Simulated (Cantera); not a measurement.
A Cantera script and what it prints.

```python
import numpy as np
import cantera as ct

gas_names = [...]  # 113 gases of nasa_gas.yaml made of C, H, O, Pb
cond_names = """
    C(gr) C6H6(L) C7H8(L) C8H18(L),n-octa H2O(s) H2O(L) Pb(cr) Pb(L) PbO(rd) PbO(yw) PbO(L) PbO2(s)
    Pb3O4(s)
""".split()


# ... load() reads the species with a 1 bar reference pressure and builds the phases ...
atoms = {
    'Pb': {'Pb': 1},
    'H2O': {'H': 2, 'O': 1},
    'CO': {'C': 1, 'O': 1},
}
top_T = {'C(gr)': 4500, 'Pb3O4(s)': 820}  # K; cautious upper limits of use, not melting points


# ... equilibrate(T, P, feed) seeds the gas with the atoms and calls Mixture.equilibrate('TP', solver="vcs", rtol=1e-11, max_steps=5000) ...
results = []
feed = {'Pb': 1, 'H2O': 0.017, 'CO': 16}  # mol
P = 9400  # Pa
for T in [1025, 1075, 1125, 1175, 1225, 1275, 1325, 1375, 1425, 1475, 1525, 1575, 1625, 1675]:
    mix = equilibrate(T, P, feed)
    results.append((T, P, feed, dict(zip(mix.species_names, mix.species_moles))))

top = {s: max(r[3][s] / sum(r[3][g] for g in gas_names) for r in results) for s in gas_names}
cols = sorted((s for s in top if top[s] > 1e-06), key=lambda s: -top[s])[:5]
seen = [c for c in cond_names if any(r[3].get(c, 0) > 1e-12 for r in results)]
print("log10 of partial pressures in bar; condensed amounts in mol")
print(f"{'T/K':>10s}" + "".join(f"{s[:9]:>10s}" for s in cols + seen))
for T, P, feed, n in results:
    ng = sum(n[g] for g in gas_names)
    print(f"{T:10.4g}" + "".join(f"{np.log10(max(n[s] / ng * P / 1e5, 1e-99)):10.3f}" for s in cols)
          + "".join(f"{n.get(c, 0):10.4g}" for c in seen))
```

Result:

```
log10 of partial pressures in bar; condensed amounts in mol
       T/K        CO        Pb       CO2        H2       H2O     C(gr)     Pb(L)
      1025    -1.041    -4.556    -2.545    -3.999    -5.616    0.4553    0.9954
      1075    -1.033    -4.120    -2.933    -4.002    -5.933    0.1799    0.9872
      1125    -1.031    -3.723    -3.294    -4.003    -6.225   0.06944    0.9678
      1175    -1.030    -3.361    -3.628    -4.004    -6.494    0.0233    0.9256
      1225    -1.032    -3.029    -3.938    -4.006    -6.745  0.002895    0.8392
      1275    -1.037    -2.724    -4.011    -4.011    -6.764         0     0.672
      1325    -1.045    -2.443    -4.019    -4.019    -6.723         0    0.3611
      1375    -1.054    -2.258    -4.028    -4.028    -6.687         0         0
      1425    -1.054    -2.258    -4.028    -4.029    -6.646         0         0
      1475    -1.054    -2.258    -4.028    -4.029    -6.608         0         0
      1525    -1.054    -2.258    -4.029    -4.029    -6.573         0         0
      1575    -1.054    -2.258    -4.029    -4.030    -6.542         0         0
      1625    -1.054    -2.258    -4.029    -4.030    -6.512         0         0
      1675    -1.054    -2.258    -4.029    -4.031    -6.486         0         0
```

Equilibrium computed with Cantera from the NASA thermochemical tables; the gas is ideal and each condensed phase is pure.
